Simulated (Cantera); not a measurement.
## Low-pressure radical oxidation in H2/O2

A perfectly stirred reactor is fed with 11.5 % H₂, 88.5 % O₂, at 10.00 Torr; it is held at 1350 K, and followed from long to short residence time.

Detailed kinetics in Cantera: the H2/O2 subset of GRI-Mech 3.0, which has no nitrogen chemistry. Radical loss at walls, strong at low pressure, is not modelled. The temperature is held fixed by assumption; the heat of reaction is taken as removed at once.

```tsv
τ (s)	x H₂	x O₂	x O	x H₂O₂	x OH	x H	x H₂O
1.2	0.000358	0.872	0.00447	7.89e-8	0.00305	0.000467	0.120
0.46	0.000650	0.868	0.00823	1.01e-7	0.00413	0.00117	0.118
0.18	0.00113	0.861	0.0145	1.22e-7	0.00546	0.00275	0.115
0.069	0.00190	0.849	0.0245	1.39e-7	0.00703	0.00607	0.111
0.027	0.00294	0.835	0.0370	1.49e-7	0.00855	0.0114	0.105
0.010	0.00434	0.820	0.0491	1.55e-7	0.00990	0.0179	0.0986
0.0040	0.00630	0.812	0.0548	1.64e-7	0.0110	0.0226	0.0929
0.0016	0.0102	0.812	0.0541	1.84e-7	0.0122	0.0255	0.0864
```
x: mole fraction; the columns are a selection and need not sum to one.
